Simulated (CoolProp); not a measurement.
Vapour-liquid equilibrium of propane (1) + n-butane (2) at 0.182 bar; x and y are mole fractions of (1).

The numbers come from the multi-fluid Helmholtz-energy mixture model, Lemmon 2009 and Bücker 2006; pair parameters Kunz 2012 in CoolProp.

Q: Give the bubble temperature and the first vapour's composition at x = 0.35, 0.5, 0.8. Is there an azeotrope?

A: x = 0.35: 213.3 K, y = 0.818; x = 0.5: 208.4 K, y = 0.900; x = 0.8: 201.6 K, y = 0.976. No azeotrope shows between x = 0.05 and 0.95.

The pair parameters rest on a limited set of measurements; away from them the model extrapolates.
